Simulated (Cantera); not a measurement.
Gas activation for diamond growth

An isothermal, constant-pressure homogeneous reactor starts with CH₄ : H₂ : H = 0.013 : 1 : 0.018 (molar parts), at 1500 K and 10.00 Torr.

Detailed kinetics in Cantera: GRI-Mech 3.0 (53 species, 325 reactions). GRI-Mech 3.0 stops at C3 and has no aromatics, soot or wall deposition, so with more carbon than oxygen in the feed, carbon stays in small species such as C2H2 where larger ones or solid carbon would form. Radical loss at walls, strong at low pressure, is not modelled.

| t (s) | x CH₄ | x H₂ | x H | x C₂H₄ | x C₂H₆ | x CH₃ |
|---|---|---|---|---|---|---|
| 0.000100 | 0.0101 | 0.973 | 0.0149 | 6.35e-6 | 5.59e-6 | 0.00243 |
| 0.000295 | 0.00969 | 0.973 | 0.0141 | 3.66e-5 | 1.40e-5 | 0.00275 |
| 0.000871 | 0.00961 | 0.975 | 0.0129 | 8.18e-5 | 1.37e-5 | 0.00252 |
| 0.00257 | 0.00950 | 0.977 | 0.0104 | 9.04e-5 | 1.09e-5 | 0.00202 |
| 0.00758 | 0.00937 | 0.982 | 0.00681 | 6.59e-5 | 7.08e-6 | 0.00130 |
| 0.0224 | 0.00927 | 0.985 | 0.00355 | 4.06e-5 | 3.74e-6 | 0.000672 |
| 0.0660 | 0.00915 | 0.987 | 0.00156 | 2.60e-5 | 1.68e-6 | 0.000291 |
| 0.195 | 0.00901 | 0.988 | 0.000626 | 1.75e-5 | 6.66e-7 | 0.000115 |
| 0.574 | 0.00889 | 0.989 | 0.000259 | 1.20e-5 | 2.44e-7 | 4.70e-5 |
| 1.69 | 0.00878 | 0.989 | 0.000152 | 9.96e-6 | 1.21e-7 | 2.72e-5 |
| 5.00 | 0.00857 | 0.989 | 0.000142 | 1.00e-5 | 1.05e-7 | 2.49e-5 |
x: mole fraction; the columns are a selection and need not sum to one.

Equilibrium at this temperature and pressure: CH₄ 0.000853, H₂ 0.993, H 0.000153, C₂H₄ 2.18e-5, C₂H₆ 2.49e-9, CH₃ 2.66e-6 (gas phase only).
